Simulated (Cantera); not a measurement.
**Silicon epitaxy and polysilicon growth: SiH4 + HCl + H2**

Charge: 1 mol SiH4, 5 mol HCl, 35 mol H2, at 1798 K.

Cantera equilibrium calculation (NASA polynomials, part measured and part estimated; ideal gas, pure solids and liquids). Candidate condensed phases: Si; 19 gas species. The tables' values for SiCl3, SiCl are old estimates; treat these amounts as uncertain. Gases not in the tables: Si2H6 and higher silanes. Kinetics and transport are ignored.

```
P (Pa)  log p H2  log p HCl  log p SiCl2  log p H  log p Si  log p SiCl3  n Si(l)
------  --------  ---------  -----------  -------  --------  -----------  -------
100        -3.05      -4.11        -4.70    -4.98     -5.53        -7.58        0
300        -2.57      -3.64        -4.21    -4.74     -5.51        -6.86   0.0721
880        -2.10      -3.17        -3.74    -4.50     -5.51        -6.15    0.106
2600       -1.63      -2.70        -3.27    -4.27     -5.51        -5.45    0.118
7700       -1.16      -2.23        -2.80    -4.03     -5.51        -4.74    0.122
23000      -0.68      -1.75        -2.33    -3.80     -5.51        -4.03    0.122
68000      -0.21      -1.28        -1.87    -3.56     -5.51        -3.34    0.119
200000      0.26      -0.82        -1.41    -3.32     -5.51        -2.65    0.111
```
log p: log10 of the partial pressure in bar; n: condensed amount in mol.

At 1.00 mbar nothing is condensed. From 3.00 mbar to 2.00 bar the condensed part is Si(l). The main Si-bearing gas is SiCl2 throughout.
